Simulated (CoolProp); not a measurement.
Vapour-liquid equilibrium of isohexane (1) + n-heptane (2) at 2.63 kPa; x and y are mole fractions of (1).

Model: multi-fluid Helmholtz-energy mixture model, Lemmon 2006 and Span 2003; pair parameters Bell 2016, in CoolProp.

| x | bubble temperature (°C) | y at the bubble point | dew temperature at overall composition x (°C) | liquid density (mol/L) |
|---|---|---|---|---|
| 0.05 | 5.6 | 0.230 | 8.5 | 6.980 |
| 0.125 | 1.1 | 0.457 | 7.3 | 7.072 |
| 0.2 | -2.5 | 0.603 | 6.1 | 7.159 |
| 0.275 | -5.6 | 0.703 | 4.8 | 7.243 |
| 0.35 | -8.2 | 0.774 | 3.3 | 7.324 |
| 0.425 | -10.4 | 0.828 | 1.8 | 7.404 |
| 0.5 | -12.4 | 0.869 | 0.1 | 7.483 |
| 0.575 | -14.2 | 0.902 | -1.8 | 7.562 |
| 0.65 | -15.8 | 0.928 | -3.9 | 7.641 |
| 0.725 | -17.3 | 0.949 | -6.3 | 7.719 |
| 0.8 | -18.7 | 0.966 | -9.2 | 7.798 |
| 0.875 | -19.9 | 0.981 | -12.7 | 7.877 |
| 0.95 | -21.1 | 0.993 | -17.4 | 7.956 |

No azeotrope shows between x = 0.05 and 0.95.

The pair parameters rest on a limited set of measurements; away from them the model extrapolates.
